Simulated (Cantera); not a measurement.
Input: 1 mol B2O3, 0.74 mol SiCl4, 4 mol O2, equilibrated at 602 °C and 2600 Pa.

These are equilibrium values from Cantera (NASA tables, ideal gas, pure condensed phases), not measurements of a reactor. Candidate condensed phases: B, B2O3, Si, SiO2; 27 gas species. Condensed phases not in the tables: borates and borosilicate glass, alloys, solid solutions and most ternary compounds. Equilibrium is a limit: real reactors are often held back by kinetics, nucleation or transport.

Base state: O2 0.688, Cl2 0.312, Cl 0.000160 (mole fractions); condensed: B2O3(l) + SiO2(β-quartz).

Q: What changes in the equilibrium state with this change: 0.38 mol H2 added?

A: 
```json
[
 {"species": "O2", "before": "0.688", "after": "0.635"},
 {"species": "Cl2", "before": "0.312", "after": "0.225"},
 {"species": "HCl", "before": "0", "after": "0.131"},
 {"species": "H2O", "before": "0", "after": "0.00912"},
 {"species": "Cl", "before": "0.000160", "after": "0.000135"},
 {"species": "B2O3(l), mol", "before": "1.00", "after": "1.000"},
 {"species": "SiO2(β-quartz), mol", "before": "0.740", "after": "0.740"}
]
```
Gases not in the tables: H3BO3. Further candidate phases: B3O3H3, H2O.
